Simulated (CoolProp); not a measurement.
Vapour-liquid equilibrium of carbonyl sulfide (1) + propane (2) at 254.8 K; x and y are mole fractions of (1).

Model: multi-fluid Helmholtz-energy mixture model, Lemmon 2006 and Lemmon 2009; pair parameters Bell 2016, in CoolProp.

```csv
x,"bubble pressure, mixture model (bar)","bubble pressure, Raoult's law (bar)","y, mixture model","y, Raoult's law"
0.05,2.667,2.645,0.073,0.068
0.2,2.853,2.798,0.261,0.258
0.35,3.008,2.951,0.421,0.429
0.5,3.146,3.104,0.568,0.582
0.65,3.280,3.257,0.707,0.721
0.8,3.416,3.409,0.840,0.848
0.95,3.562,3.562,0.962,0.964
```

The largest gap from Raoult's law is +2.0 % in bubble pressure, at x = 0.2. No azeotrope shows between x = 0.05 and 0.95.

Pair parameters are fitted to limited data, so mixtures are less certain than the pure fluids.
